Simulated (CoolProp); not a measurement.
Vapour-liquid equilibrium of R134a (1) + isobutane (2) at 1.22 MPa; x and y are mole fractions of (1).

Values from CoolProp's multi-fluid Helmholtz-energy mixture model, Tillner-Roth 1994 and Bücker 2006; pair parameters Bell 2016.

```json
[
 {"x": "0.05", "bubble temperature (°C)": "67.2", "y at the bubble point": "0.164", "dew temperature at overall composition x (°C)": "72.9", "liquid density (mol/L)": "8.443"},
 {"x": "0.15", "bubble temperature (°C)": "56.4", "y at the bubble point": "0.370", "dew temperature at overall composition x (°C)": "67.9", "liquid density (mol/L)": "8.750"},
 {"x": "0.25", "bubble temperature (°C)": "50.5", "y at the bubble point": "0.483", "dew temperature at overall composition x (°C)": "62.8", "liquid density (mol/L)": "8.959"},
 {"x": "0.35", "bubble temperature (°C)": "47.0", "y at the bubble point": "0.553", "dew temperature at overall composition x (°C)": "57.5", "liquid density (mol/L)": "9.133"},
 {"x": "0.45", "bubble temperature (°C)": "45.0", "y at the bubble point": "0.604", "dew temperature at overall composition x (°C)": "52.2", "liquid density (mol/L)": "9.311"},
 {"x": "0.55", "bubble temperature (°C)": "43.7", "y at the bubble point": "0.648", "dew temperature at overall composition x (°C)": "47.2", "liquid density (mol/L)": "9.516"},
 {"x": "0.65", "bubble temperature (°C)": "43.0", "y at the bubble point": "0.692", "dew temperature at overall composition x (°C)": "43.7", "liquid density (mol/L)": "9.765"},
 {"x": "0.75", "bubble temperature (°C)": "42.8", "y at the bubble point": "0.743", "dew temperature at overall composition x (°C)": "42.8", "liquid density (mol/L)": "10.06"},
 {"x": "0.85", "bubble temperature (°C)": "43.3", "y at the bubble point": "0.813", "dew temperature at overall composition x (°C)": "43.8", "liquid density (mol/L)": "10.41"},
 {"x": "0.95", "bubble temperature (°C)": "45.2", "y at the bubble point": "0.921", "dew temperature at overall composition x (°C)": "45.8", "liquid density (mol/L)": "10.77"}
]
```

y crosses x between x = 0.65 and 0.75: the model has an azeotrope there.

Pair parameters are fitted to limited data, so mixtures are less certain than the pure fluids. With so large a gap from Raoult's law the liquid may split in two, which this calculation doesn't test in full.
